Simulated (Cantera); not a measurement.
An adiabatic, constant-volume homogeneous reactor starts with CH4 : O2 : N2 = 1 : 3.33 : 12.5 (molar parts), at 1348 K and 9.87 atm. Integrator tolerance rtol = 1e-08.

Model: GRI-Mech 3.0 (53 species, 325 reactions), integrated in Cantera.

Q: What does this change do: initial temperature 1348 to 1273 K?

A: 
```
quantity                                                              before                                      after
---------------------------------  -----------------------------------------  -----------------------------------------
time of steepest temperature rise                                   0.661 ms                                    1.52 ms
temperature at 2.00 s                                                 2710 K                                     2665 K
equilibrium temperature                                               2710 K                                     2665 K
x(CH4) at 2.00 s                       <1e-12 (gas-phase equilibrium <1e-12)      <1e-12 (gas-phase equilibrium <1e-12)
x(O2) at 2.00 s                        0.0691 (gas-phase equilibrium 0.0691)      0.0696 (gas-phase equilibrium 0.0696)
x(NO) at 2.00 s                        0.0179 (gas-phase equilibrium 0.0179)      0.0168 (gas-phase equilibrium 0.0168)
x(CH3) at 2.00 s                       <1e-12 (gas-phase equilibrium <1e-12)      <1e-12 (gas-phase equilibrium <1e-12)
x(CH2O) at 2.00 s                  5.53e-11 (gas-phase equilibrium 5.53e-11)  3.80e-11 (gas-phase equilibrium 3.80e-11)
x(N2O) at 2.00 s                     4.32e-6 (gas-phase equilibrium 4.32e-6)    4.13e-6 (gas-phase equilibrium 4.13e-6)
x(CO2) at 2.00 s                       0.0543 (gas-phase equilibrium 0.0543)      0.0552 (gas-phase equilibrium 0.0552)
```
